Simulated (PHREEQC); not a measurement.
Solution (20 °C): 0.23 mol Cu(NO3)2, 0.0049 mol HCl and 0.046 mol H3BO3 per kg of water. Closed to the air; pH follows from the charge balance.

Model: ion-association model, phreeqc.dat, run in PHREEQC.

Each row changes one thing in this solution. This is a speciation only: nothing precipitates in the calculation.

| case | pH | Cl- (mol/kgw) | CuCl+ (mol/kgw) | CuCl2 (mol/kgw) | CuOH+ (mol/kgw) | Cu2(OH)2+2 (mol/kgw) |
|---|---|---|---|---|---|---|
| as made | 2.43 | 0.00441 | 0.000490 | 3.71e-7 | 2.24e-7 | 1.64e-8 |
| HCl from 0.0049 to 0.00098 mol/kgw | 3.13 | 0.000882 | 9.82e-5 | 1.49e-8 | 1.12e-6 | 4.13e-7 |
| temperature from 20 to 15 °C | 2.43 | 0.00451 | 0.000391 | 2.88e-7 | 2.25e-7 | 9.83e-9 |
| diluted 2-fold with water | 2.72 | 0.00230 | 0.000155 | 7.66e-8 | 2.47e-7 | 2.57e-8 |
| H3BO3 from 0.046 to 0.069 mol/kgw | 2.43 | 0.00441 | 0.000490 | 3.71e-7 | 2.24e-7 | 1.64e-8 |
